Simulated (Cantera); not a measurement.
Feed: 1 mol SiO₂, 7.5 mol HF, 0.097 mol O₂, held at 500 °C and 3.90 Pa.

Equilibrium computed with Cantera from the NASA thermochemical tables; the gas is ideal and each condensed phase is pure. Candidate condensed phases: H₂O, Si, SiO₂; 38 gas species. Equilibrium is a limit: real reactors are often held back by kinetics, nucleation or transport.

Base state: HF 0.737, H₂O 0.166, SiF₄ 0.0831, O₂ 0.0138 (mole fractions); condensed: SiO₂(α-quartz).

Q: What changes in the equilibrium state with this change: temperature from 500 °C to 1102 °C?

A: 
```tsv
species	before	after
HF	0.737	0.956
H₂O	0.166	0.0203
O₂	0.0138	0.0129
SiF₄	0.0831	0.0102
OH	3.08e-9	6.78e-5
O	<1e-9	1.16e-5
SiO₂(α-quartz), mol	0.417	0
SiO₂(β-quartz), mol	0	0.923
```
The tables hold silica as quartz up to 1696 K and as liquid above; real silica turns to tridymite and cristobalite and melts near 1996 K.
